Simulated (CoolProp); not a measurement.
Vapour-liquid equilibrium of fluoroethane (R161) (1) + R1234yf (2) at 1.24 kPa; x and y are mole fractions of (1).

Values from CoolProp's multi-fluid Helmholtz-energy mixture model, Wu 2012 and Lemmon 2022; pair parameters Bell 2016.

Q: Give the bubble temperature and the first vapour's composition at x = 0.5, 0.8, 0.95. Is there an azeotrope?

A: x = 0.5: 171.8 K, y = 0.641; x = 0.8: 170.6 K, y = 0.853; x = 0.95: 170.2 K, y = 0.960. No azeotrope shows between x = 0.05 and 0.95.

Pair parameters are fitted to limited data, so mixtures are less certain than the pure fluids.
